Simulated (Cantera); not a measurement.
A Cantera script and its output.

```python
import numpy as np
import cantera as ct

gas = ct.Solution("gri30.yaml")
gas.TPX = 1048, 12000, {'C2H6': 1, 'H2': 69}
reactor = ct.IdealGasConstPressureReactor(gas, energy="off", clone=False)
net = ct.ReactorNet([reactor])
net.rtol, net.atol = 1e-08, 1e-18
show = ['C2H6', 'H2', 'CH2', 'C2H4', 'C2H2', 'CH4']
times = np.geomspace(5e-05, 10, 11)

steps = ct.SolutionArray(gas, extra=["t"])
rows = []
print(f"{'t/s':>10s}{'T/K':>9s}{'P/Pa':>11s}" + "".join(f"{s:>11s}" for s in show))
for t in times:
    while net.time < t:
        t_next = net.step()
        steps.append(gas.state, t=t_next)
    rows.append([np.interp(t, steps.t, y) for y in (steps.T, steps.P, *steps(*show).X.T)])
    print(f"{t:10.3e}{rows[-1][0]:9.1f}{rows[-1][1]:11.4g}" + "".join(f"{x:11.3e}" for x in rows[-1][2:]))
rate = np.gradient(steps.T, steps.t)
print("integrator steps:", len(steps.t))
if steps.T.max() > steps.T[0] + 200:
    print(f"time of steepest temperature rise: {steps.t[rate.argmax()]:.4e} s")
gas.TPX = 1048, 12000, {'C2H6': 1, 'H2': 69}
gas.equilibrate("TP")
print(f"equilibrium (TP): T = {gas.T:.1f} K  " + "  ".join(f"{s} {gas[s].X[0]:.3e}" for s in show))
```

Output:

```
       t/s      T/K       P/Pa       C2H6         H2        CH2       C2H4       C2H2        CH4
 5.000e-05   1048.0    1.2e+04  1.429e-02  9.857e-01  8.787e-19  7.726e-11  5.133e-20  2.409e-09
 1.695e-04   1048.0    1.2e+04  1.429e-02  9.857e-01  9.759e-18  3.468e-09  1.314e-17  1.538e-08
 5.743e-04   1048.0    1.2e+04  1.429e-02  9.857e-01  3.652e-17  7.069e-08  2.085e-15  6.530e-08
 1.947e-03   1048.0    1.2e+04  1.428e-02  9.857e-01  1.295e-16  9.632e-07  2.702e-13  2.390e-07
 6.598e-03   1048.0    1.2e+04  1.427e-02  9.857e-01  6.899e-16  1.154e-05  3.452e-11  9.921e-07
 2.236e-02   1048.0    1.2e+04  1.415e-02  9.857e-01  9.789e-15  1.271e-04  4.108e-09  9.259e-06
 7.579e-02   1048.0    1.2e+04  1.320e-02  9.857e-01  5.890e-14  1.003e-03  2.724e-07  1.246e-04
 2.569e-01   1048.0    1.2e+04  9.958e-03  9.855e-01  5.552e-14  3.957e-03  5.199e-06  6.113e-04
 8.706e-01   1048.0    1.2e+04  4.552e-03  9.851e-01  3.288e-14  8.774e-03  4.430e-05  1.574e-03
 2.951e+00   1048.0    1.2e+04  1.715e-03  9.845e-01  1.895e-14  1.088e-02  1.778e-04  2.703e-03
 1.000e+01   1048.0    1.2e+04  1.385e-03  9.835e-01  2.397e-14  9.982e-03  3.770e-04  4.775e-03
integrator steps: 639
equilibrium (TP): T = 1048.0 K  C2H6 2.219e-07  H2 9.714e-01  CH2 9.031e-17  C2H4 1.561e-06  C2H2 7.332e-08  CH4 2.857e-02
```

Model: GRI-Mech 3.0 (53 species, 325 reactions), integrated in Cantera. GRI-Mech 3.0 stops at C3 and has no aromatics, soot or wall deposition, so with more carbon than oxygen in the feed, carbon stays in small species such as C2H2 where larger ones or solid carbon would form.
